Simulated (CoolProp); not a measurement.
Vapour-liquid equilibrium of isopentane (1) + R365MFC (2) at 0.18 bar; x and y are mole fractions of (1).

Model: multi-fluid Helmholtz-energy mixture model, Lemmon 2006 and Lemmon 2016; pair parameters Bell 2016, in CoolProp.

```csv
x,"bubble temperature, mixture model (K)","bubble temperature, Raoult's law (K)","y, mixture model","y, Raoult's law"
0.05,266.0,271.8,0.322,0.090
0.125,260.3,270.5,0.533,0.214
0.2,257.4,269.3,0.622,0.325
0.275,256.0,268.2,0.664,0.424
0.35,255.4,267.1,0.684,0.513
0.425,255.1,266.0,0.693,0.593
0.5,255.1,265.0,0.696,0.665
0.575,255.1,264.0,0.697,0.730
0.65,255.0,263.0,0.699,0.789
0.725,255.0,262.1,0.706,0.842
0.8,255.1,261.2,0.724,0.891
0.875,255.6,260.4,0.767,0.935
0.95,256.9,259.5,0.864,0.975
```

The largest gap from Raoult's law is -12.2 K in bubble temperature, at x = 0.275. y crosses x between x = 0.65 and 0.725: the model has an azeotrope there.

The pair parameters rest on a limited set of measurements; away from them the model extrapolates. With so large a gap from Raoult's law the liquid may split in two, which this calculation doesn't test in full.
